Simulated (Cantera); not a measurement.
**Gas-phase reforming**

An isothermal, constant-pressure homogeneous reactor starts with 20.8 % CH4, 79.2 % H2O, at 1473 K and 33000 Pa.

Computed with Cantera and GRI-Mech 3.0 (53 species, 325 reactions).

```tsv
t (s)	x CH4	x H2O	x CO	x O	x CH2CO	x C2H4
0.000200	0.208	0.792	1.21e-12	<1e-12	<1e-12	2.67e-8
0.000829	0.208	0.792	7.65e-10	4.33e-12	<1e-12	1.46e-6
0.00344	0.208	0.792	1.21e-7	1.34e-11	4.05e-11	3.08e-5
0.0143	0.206	0.791	7.12e-6	3.46e-11	1.89e-8	0.000440
0.0591	0.197	0.786	0.000119	4.03e-11	2.53e-6	0.00231
0.245	0.167	0.764	0.000783	2.28e-11	2.08e-5	0.00193
1.02	0.106	0.715	0.00441	1.17e-11	3.91e-5	0.00122
4.21	0.0491	0.624	0.0180	8.89e-12	3.39e-5	0.00152
17.5	0.0289	0.501	0.0557	8.64e-12	1.08e-5	0.00103
72.4	0.0127	0.410	0.0957	9.07e-12	1.28e-6	0.000200
300	0.00233	0.381	0.110	8.86e-12	3.89e-8	5.97e-6
```
x: mole fraction; the columns are a selection and need not sum to one.

Equilibrium at this temperature and pressure: CH4 2.10e-8, H2O 0.376, CO 0.111, O 8.86e-12, CH2CO <1e-12, C2H4 <1e-12 (gas phase only).
